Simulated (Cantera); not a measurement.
An adiabatic, constant-pressure homogeneous reactor starts with 12.5 % CO, 1.88 % H₂, 18.0 % O₂, 67.6 % N₂, equivalence ratio 0.40, at 1073 K and 320000 Pa.

Computed with Cantera and GRI-Mech 3.0 (53 species, 325 reactions). The hydrogen kinetics of GRI-Mech 3.0 are dated; newer H2 mechanisms differ, most at raised pressure.

x: mole fraction; the columns are a selection and need not sum to one.

| t (s) | T (K) | x CO | x H₂ | x O₂ | x NO₂ | x O |
|---|---|---|---|---|---|---|
| 7.00e-6 | 1073 | 0.125 | 0.0188 | 0.180 | <1e-12 | 2.14e-9 |
| 2.83e-5 | 1073 | 0.125 | 0.0188 | 0.180 | <1e-12 | 8.99e-9 |
| 0.000114 | 1073 | 0.125 | 0.0188 | 0.180 | <1e-12 | 1.95e-7 |
| 0.000461 | 1707 | 0.0529 | 0.000538 | 0.135 | [?] | 0.00936 |
| 0.00186 | 2170 | 0.00114 | 3.17e-5 | 0.117 | [?] | 0.000447 |
| 0.00752 | 2170 | 0.00108 | 3.05e-5 | 0.116 | [?] | 0.000429 |
| 0.0304 | 2169 | 0.00107 | 3.02e-5 | 0.116 | [?] | 0.000424 |
| 0.123 | 2164 | 0.00104 | 2.94e-5 | 0.115 | [?] | 0.000408 |
| 0.495 | 2156 | 0.000988 | 2.82e-5 | 0.113 | [?] | 0.000384 |
| 2.00 | 2154 | 0.000979 | 2.80e-5 | 0.113 | [?] | 0.000379 |

Fill in the missing entries.


- 0.000461, x NO₂: 1.61e-8
- 0.00186, x NO₂: 2.17e-7
- 0.00752, x NO₂: 5.47e-7
- 0.0304, x NO₂: 1.84e-6
- 0.123, x NO₂: 6.14e-6
- 0.495, x NO₂: 1.30e-5
- 2.00, x NO₂: 1.42e-5
